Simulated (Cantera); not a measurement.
An adiabatic, constant-volume homogeneous reactor starts with 1.53 % C3H8, 20.7 % O2, 77.8 % N2, equivalence ratio 0.37, at 1075 K and 4.70 bar.

Computed with Cantera and GRI-Mech 3.0 (53 species, 325 reactions). GRI-Mech 3.0 was tuned for natural gas; its chemistry of propane as a main component is partial and can be far from experiment.

Q: Predict: time of steepest temperature rise; temperature at 8.00 s; equilibrium temperature; x(O2) at 8.00 s.

A: 
- time of steepest temperature rise: 26.0 ms
- temperature at 8.00 s: 2119 K
- equilibrium temperature: 2119 K
- x(O2) at 8.00 s: 0.124 (gas-phase equilibrium 0.124)
